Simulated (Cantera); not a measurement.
**Equilibrium for sublimation and decomposition of ceramics: Al2O3 + H2 + NH3**

Input: 1 mol Al2O3, 0.2 mol H2, 0.00059 mol NH3, at 100000 Pa.

Equilibrium computed with Cantera from the NASA thermochemical tables; the gas is ideal and each condensed phase is pure. Candidate condensed phases: Al, AlN, Al2O3, H2O; 35 gas species. The tables' values for AlOH are old estimates; treat these amounts as uncertain. Gases not in the tables: Al(OH)3. Equilibrium is a limit: real reactors are often held back by kinetics, nucleation or transport.

| T (K) | log p H2 | log p H | log p H2O | log p Al | log p Al2O | log p AlOH | log p N2 | n Al2O3(l) |
|---|---|---|---|---|---|---|---|---|
| 2375 | -0.01 | -1.85 | -2.71 | -3.23 | -3.36 | -3.86 | -2.84 | 1.000 |
| 2425 | -0.01 | -1.75 | -2.59 | -3.11 | -3.23 | -3.73 | -2.84 | 1.000 |
| 2475 | -0.01 | -1.65 | -2.47 | -2.99 | -3.11 | -3.60 | -2.84 | 1.000 |
| 2525 | -0.02 | -1.56 | -2.35 | -2.87 | -2.99 | -3.48 | -2.84 | 1.000 |
| 2575 | -0.02 | -1.47 | -2.25 | -2.76 | -2.88 | -3.37 | -2.84 | 0.999 |
| 2625 | -0.02 | -1.38 | -2.14 | -2.66 | -2.78 | -3.26 | -2.84 | 0.999 |
| 2675 | -0.03 | -1.30 | -2.04 | -2.56 | -2.68 | -3.16 | -2.85 | 0.999 |
| 2725 | -0.04 | -1.22 | -1.95 | -2.46 | -2.58 | -3.06 | -2.85 | 0.999 |
| 2775 | -0.04 | -1.15 | -1.86 | -2.37 | -2.49 | -2.96 | -2.85 | 0.999 |
| 2825 | -0.05 | -1.08 | -1.78 | -2.28 | -2.41 | -2.88 | -2.86 | 0.998 |
| 2875 | -0.06 | -1.01 | -1.70 | -2.20 | -2.33 | -2.79 | -2.86 | 0.998 |
| 2925 | -0.07 | -0.94 | -1.62 | -2.11 | -2.25 | -2.71 | -2.87 | 0.998 |
log p: log10 of the partial pressure in bar; n: condensed amount in mol.

From 2375 K to 2925 K the condensed part is Al2O3(l).
